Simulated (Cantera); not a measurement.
A closed system holds: 1 mol FeS, 0.26 mol H2S, 0.8 mol N2, equilibrated at 875 K and 0.150 bar.

Cantera equilibrium calculation (NASA polynomials, part measured and part estimated; ideal gas, pure solids and liquids). Candidate condensed phases: Fe, FeS, FeS2, S; 16 gas species. FeS: taken at fixed stoichiometry. Gases not in the tables: S3 to S7. Equilibrium is a limit: real reactors are often held back by kinetics, nucleation or transport.

Base state: N2 0.750, H2S 0.232, H2 0.0121, S2 0.00606 (mole fractions); condensed: FeS(s).

**Question.** What changes in the equilibrium state with this change: 0.1 mol O2 added?

**Answer.** 
```json
[
 {"species": "N2", "before": "0.750", "after": "0.732"},
 {"species": "H2O", "before": "0", "after": "0.174"},
 {"species": "H2S", "before": "0.232", "after": "0.0625"},
 {"species": "S2", "before": "0.00606", "after": "0.0255"},
 {"species": "H2", "before": "0.0121", "after": "0.00159"},
 {"species": "SO2", "before": "0", "after": "0.00450"},
 {"species": "S2O", "before": "0", "after": "0.000166"},
 {"species": "FeS(s), mol", "before": "1.00", "after": "0.869"},
 {"species": "FeS2(s), mol", "before": "0", "after": "0.131"}
]
```
Further candidate phases: FeO, Fe(OH)2, Fe(OH)3, FeSO4, Fe2O3, Fe2(SO4)3, Fe3O4, H2O, H2SO4.
